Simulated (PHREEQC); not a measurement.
Make-up at 25 °C: 11 mmol/kgw Na2SiO3. Closed to the air; pH follows from the charge balance.

Model: ion-association model, phreeqc.dat, run in PHREEQC.

Each row changes one thing in this solution. This is a speciation only: nothing precipitates in the calculation.

```
case                                     pH  ionic strength (mol/kgw)  H3SiO4- (mol/kgw)  H2SiO4-2 (mol/kgw)  H4SiO4 (mol/kgw)  SI of Quartz (SiO2)
------------------------------------  -----  ------------------------  -----------------  ------------------  ----------------  -------------------
as made                               11.94                    0.0229             0.0100            0.000892           6.75e-5                -0.19
Na2SiO3 from 0.011 to 0.0022 mol/kgw  11.31                   0.00444            0.00210             3.60e-5           6.46e-5                -0.21
Na2SiO3 from 0.011 to 0.0055 mol/kgw  11.67                    0.0112            0.00521            0.000228           6.68e-5                -0.19
Na2SiO3 from 0.011 to 0.0011 mol/kgw  11.03                   0.00221            0.00103             8.81e-6           6.13e-5                -0.23
temperature from 25 to 30 °C          11.78                    0.0228             0.0101            0.000852           8.25e-5                -0.17
diluted 10-fold with water            11.03                   0.00221            0.00103             8.81e-6           6.13e-5                -0.23
Na2SiO3 from 0.011 to 0.0099 mol/kgw  11.90                    0.0205            0.00911            0.000727           6.75e-5                -0.19
```
